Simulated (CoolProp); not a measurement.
p-xylene at 403.61 K and 0.0227 MPa is throttled through a valve to 0.00424 MPa with no heat exchange. Each further row changes one setting.

Values from CoolProp's reference Helmholtz-energy equation of state, Zhou 2012.

| case | temperature change (K) | final density (kg/m³) |
|---|---|---|
| as stated | ? | ? |
| outlet pressure 0.00127 MPa | ? | ? |
| outlet pressure 0.00551 MPa | -0.6 | ? |

**Question.** Fill in the missing entries.

**Answer.** 
- as stated, temperature change (K): -0.7
- as stated, final density (kg/m³): 0.135
- outlet pressure 0.00127 MPa, temperature change (K): -0.8
- outlet pressure 0.00127 MPa, final density (kg/m³): 0.0403
- outlet pressure 0.00551 MPa, final density (kg/m³): 0.175
